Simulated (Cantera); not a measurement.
Feed: 1 mol CH3Cl, 1.3 mol CH4, 2.9 mol H2, at 2750 °C and 4.00 Pa.

Equilibrium computed with Cantera from the NASA thermochemical tables; the gas is ideal and each condensed phase is pure. Candidate condensed phases: C, C6H6, C7H8, C8H18; 91 gas species. Kinetics and transport are ignored.

Base state: H 0.818, C 0.113, Cl 0.0585, C2 0.00524, C3 0.00368, H2 0.000933, HCl 9.81e-5, C2H 4.98e-5 (mole fractions); condensed: gas only.

Task: What changes in the equilibrium state with this change: temperature from 2750 °C to 2902 °C?

Result: 
```json
[
 {"species": "H", "before": "0.818", "after": "0.811"},
 {"species": "C", "before": "0.113", "after": "0.128"},
 {"species": "Cl", "before": "0.0585", "after": "0.0580"},
 {"species": "C3", "before": "0.00368", "after": "0.000417"},
 {"species": "C2H", "before": "4.98e-5", "after": "7.79e-6"},
 {"species": "C2", "before": "0.00524", "after": "0.00209"}
]
```

Task: What changes in the equilibrium state with this change: CH3Cl replaced by CH2F2?

Result: 
```tsv
species	before	after
H	0.818	0.757
C	0.113	0.114
F	0	0.102
Cl	0.0585	0
HF	0	0.0166
CF	0	0.000893
HCl	9.81e-5	0
```

Task: What changes in the equilibrium state with this change: pressure from 4.00 Pa to 2.30 mbar?

Result: 
| species | before | after |
|---|---|---|
| H | 0.818 | 0.815 |
| Cl | 0.0585 | 0.0608 |
| H2 | 0.000933 | 0.0532 |
| C | 0.113 | 0.0165 |
| C3 | 0.00368 | 0.0376 |
| C4H2 | <1e-9 | 1.28e-5 |
| C2H2 (acetylene) | 3.19e-7 | 0.00128 |
| C5 | 3.72e-7 | 0.000266 |
| C4 | 9.54e-7 | 8.15e-5 |
